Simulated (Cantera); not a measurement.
Cantera run:

```python
import numpy as np
import cantera as ct

gas_names = [...]  # 143 gases of nasa_gas.yaml made of C, Cl, F, H, Si
cond_names = """
    C(gr) C6H6(L) C7H8(L) C8H18(L),n-octa Si(cr) Si(L) SiC(b)
""".split()


# ... load() reads the species with a 1 bar reference pressure and builds the phases ...
atoms = {
    'CHF3': {'C': 1, 'H': 1, 'F': 3},
    'HCl': {'H': 1, 'CL': 1},
    'Si': {'Si': 1},
}
top_T = {'C(gr)': 4500, 'SiC(b)': 3050}  # K; cautious upper limits of use, not melting points


# ... equilibrate(T, P, feed) seeds the gas with the atoms and calls Mixture.equilibrate('TP', solver="vcs", rtol=1e-11, max_steps=5000) ...
results = []
T = 1098.15  # K
P = 1000  # Pa
for m in [0.06, 0.086, 0.12, 0.18, 0.25, 0.36, 0.52, 0.74, 1.1]:
    feed = {'CHF3': 1, 'HCl': 0.016, 'Si': m}  # mol
    mix = equilibrate(T, P, feed)
    results.append((T, P, feed, dict(zip(mix.species_names, mix.species_moles))))
    x = sorted(zip(gas.X, gas.species_names), reverse=True)
    print(f"T = {T:g} K  P = {P:g} Pa  n(Si) = {m:g} mol  gas = {mix.phase_moles(0):.4g} mol")
    print("   x: " + "  ".join(f"{s} {v:.3e}" for v, s in x if v > 1e-05))
    print("   condensed (mol): " + ("  ".join(f"{mix.phase(i).name} {mix.phase_moles(i):.4g}"
          for i in range(1, mix.n_phases) if mix.phase_moles(i) > 1e-12) or "none"))
```

It prints:

```
T = 1098.15 K  P = 1000 Pa  n(Si) = 0.06 mol  gas = 1.516 mol
   x: HF 6.599e-01  CF4 2.900e-01  SiF4 3.957e-02  HCL 1.017e-02  CCLF3 1.580e-04  CL 1.121e-04  CL2 5.735e-05
   condensed (mol): C(gr) 0.5601
T = 1098.15 K  P = 1000 Pa  n(Si) = 0.086 mol  gas = 1.516 mol
   x: HF 6.599e-01  CF4 2.729e-01  SiF4 5.672e-02  HCL 1.018e-02  CCLF3 1.489e-04  CL 1.106e-04  CL2 5.578e-05
   condensed (mol): C(gr) 0.5861
T = 1098.15 K  P = 1000 Pa  n(Si) = 0.12 mol  gas = 1.516 mol
   x: HF 6.599e-01  CF4 2.504e-01  SiF4 7.915e-02  HCL 1.020e-02  CCLF3 1.369e-04  CL 1.085e-04  CL2 5.364e-05
   condensed (mol): C(gr) 0.6201
T = 1098.15 K  P = 1000 Pa  n(Si) = 0.18 mol  gas = 1.516 mol
   x: HF 6.599e-01  CF4 2.109e-01  SiF4 1.187e-01  HCL 1.023e-02  CCLF3 1.157e-04  CL 1.042e-04  CL2 4.955e-05
   condensed (mol): C(gr) 0.6801
T = 1098.15 K  P = 1000 Pa  n(Si) = 0.25 mol  gas = 1.516 mol
   x: HF 6.598e-01  SiF4 1.649e-01  CF4 1.648e-01  HCL 1.028e-02  CL 9.841e-05  CCLF3 9.076e-05  CL2 4.416e-05
   condensed (mol): C(gr) 0.7501
T = 1098.15 K  P = 1000 Pa  n(Si) = 0.36 mol  gas = 1.516 mol
   x: HF 6.598e-01  SiF4 2.374e-01  CF4 9.225e-02  HCL 1.035e-02  CL 8.574e-05  CCLF3 5.119e-05  CL2 3.352e-05
   condensed (mol): C(gr) 0.8601
T = 1098.15 K  P = 1000 Pa  n(Si) = 0.52 mol  gas = 1.496 mol
   x: HF 6.150e-01  SiF4 3.476e-01  H2 2.674e-02  HCL 1.070e-02
   condensed (mol): C(gr) 1
T = 1098.15 K  P = 1000 Pa  n(Si) = 0.74 mol  gas = 1.276 mol
   x: SiF4 5.799e-01  H2 3.760e-01  HF 3.144e-02  HCL 1.254e-02  SiHF3 6.463e-05  CH4 5.160e-05  SiF3 2.307e-05
   condensed (mol): C(gr) 0.9999
T = 1098.15 K  P = 1000 Pa  n(Si) = 1.1 mol  gas = 1.266 mol
   x: SiF4 5.898e-01  H2 3.932e-01  HCL 1.264e-02  SiHF3 2.484e-03  HF 8.703e-04  SiF3 8.668e-04  CH4 5.644e-05
   condensed (mol): C(gr) 0.6507  SiC(b) 0.3492
```

Equilibrium computed with Cantera from the NASA thermochemical tables; the gas is ideal and each condensed phase is pure. The tables' values for SiF3 are old estimates; treat these amounts as uncertain. Gases not in the tables: C2F6 and larger saturated fluorocarbons.
